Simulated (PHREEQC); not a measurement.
Dissolve 0.11 mmol/kgw Ag2SO4, 26 mmol/kgw NaNO3 and 3.6 mmol/kgw Cu(NO3)2 at 25 °C. Closed to the air; pH follows from the charge balance.

Equilibrium calculation in PHREEQC: ion-association model, wateq4f.dat.

Q: The ionic strength comes out as 0.0370 mol/kgw. What activity coefficients do Ag+, Cu+2, NO3-, Cu2(OH)2+2, Na+ get?

A: Ag+ 0.84, Cu+2 0.52, NO3- 0.83, Cu2(OH)2+2 0.49, Na+ 0.84.

This is a speciation only: nothing precipitates in the calculation.
